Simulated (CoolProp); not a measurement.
Vapour-liquid equilibrium of R114 (1) + n-hexane (2) at 24.95 °C; x and y are mole fractions of (1).

Computed with CoolProp (multi-fluid Helmholtz-energy mixture model, Platzer 1990 and Thol 2019; pair parameters Bell 2016). This equation is an older, rougher fit; its heat capacities, sound speeds and derivatives of the liquid may be far off and weren't checked against measurements.

```
x     bubble pressure (kPa)  y at the bubble point  dew pressure at overall composition x (kPa)  liquid density (mol/L)
----  ---------------------  ---------------------  -------------------------------------------  ----------------------
0.05                  36.96                  0.476                                        21.14                   7.639
0.2                   78.83                  0.784                                        24.90                   7.762
0.35                  110.7                  0.866                                        30.26                   7.888
0.5                   136.2                  0.908                                        38.54                   8.017
0.65                  158.6                  0.937                                        52.96                   8.153
0.8                   180.8                  0.963                                        83.73                   8.298
0.95                  205.1                  0.990                                        169.8                   8.455
```

No azeotrope shows between x = 0.05 and 0.95.

The pair parameters rest on a limited set of measurements; away from them the model extrapolates.
